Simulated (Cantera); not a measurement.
Feed: 1 mol FeCl₃, a varied amount of H₂, 170 mol N₂, held at 0.133 bar.

Equilibrium computed with Cantera from the NASA thermochemical tables; the gas is ideal and each condensed phase is pure. Candidate condensed phases: Fe, FeCl₂, FeCl₃, NH₄Cl; 18 gas species. Equilibrium is a limit: real reactors are often held back by kinetics, nucleation or transport.

Stable condensed phases, one row left out:

```
T in K \ n(H₂) in mol
         0.69  1.3  2.4  4.6  8.6   16   30
   1973     A    A    A    A    B    B    B
   1873     A    A    A    B    B    B    B
   1773     A    A    B    B    B    B    B
   1673     A    A    B    B    B    B    B
   1473     A    B    B    B    B    B    B
   1373     A    B    B    B    B    B    B
   1273     A    B    B    B    B    B    B
   1173     A    B    B    B    B    B    B
   1073     A    B    B    B    B    B    B
    973     B    B    B    B    B    B    B
    873     B    B    B    B    B    B    B
    773     C    C    D    D    B    B    B
```

A: gas only; B: Fe; C: FeCl₂; D: Fe + FeCl₂.

Q: Give the row for 1573 K.

A: 0.69: gas only; 1.3: gas only; 2.4: Fe; 4.6: Fe; 8.6: Fe; 16: Fe; 30: Fe.
